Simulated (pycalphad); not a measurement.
An equivalent pycalphad script:

```python
from pycalphad import Database, equilibrium, calculate, variables as v
import numpy as np
db = Database('COST507.tdb')
comps = ['HF', 'B', 'VA']
phases = ['B2M', 'BCC_A2', 'BETA_RHOMBO_B', 'BM', 'HCP_A3', 'LIQUID']
eq = equilibrium(db, comps, phases, {v.X('B'): 0.701, v.T: np.arange(3900, 499, -100), v.P: 101325, v.N: 1}, output=['HM', 'SM'])
```

All values are pycalphad results on the COST 507 light-alloy database (1999) (1 atm), not direct measurements. The data set is of 1999 and partly superseded. Amounts are mole fractions of atoms. Kinetics are ignored, which matters at the lower temperatures.

Results at three of the temperatures:

```
T = 2100.00 K, P = 101325 Pa, N = 1 mol of atoms
G = -176011 J/mol, H = -48795 J/mol, S = 60.58 J/(mol K)  (SER reference)
chemical potentials (J/mol): Hf -450628, B -58877
phase             fraction      x(Hf)       x(B)
B2M                 0.8970     0.3333     0.6667
BETA_RHOMBO_B       0.1030       none     1.0000
```

```
T = 1800.00 K, P = 101325 Pa, N = 1 mol of atoms
G = -158497 J/mol, H = -57544 J/mol, S = 56.08 J/(mol K)  (SER reference)
chemical potentials (J/mol): Hf -425245, B -44720
phase             fraction      x(Hf)       x(B)
B2M                 0.8970     0.3333     0.6667
BETA_RHOMBO_B       0.1030       none     1.0000
```

```
T = 600.00 K, P = 101325 Pa, N = 1 mol of atoms
G = -105883 J/mol, H = -89425 J/mol, S = 27.43 J/(mol K)  (SER reference)
chemical potentials (J/mol): Hf -341675, B -5309
phase             fraction      x(Hf)       x(B)
B2M                 0.8970     0.3333     0.6667
BETA_RHOMBO_B       0.1030       none     1.0000
```

Changes of the phase set, refined by bisection:

```
T (°C)  phases above         phases below
------  ------------  -------------------
3366.0        LIQUID         B2M + LIQUID
2064.8  B2M + LIQUID  B2M + BETA_RHOMBO_B
```

Database names, with the compositions (at.%) that they take in these runs: B2M: B 67 Hf 33. BETA_RHOMBO_B is β-boron. An entry "none" or "no" means that the model of the phase leaves that element out.
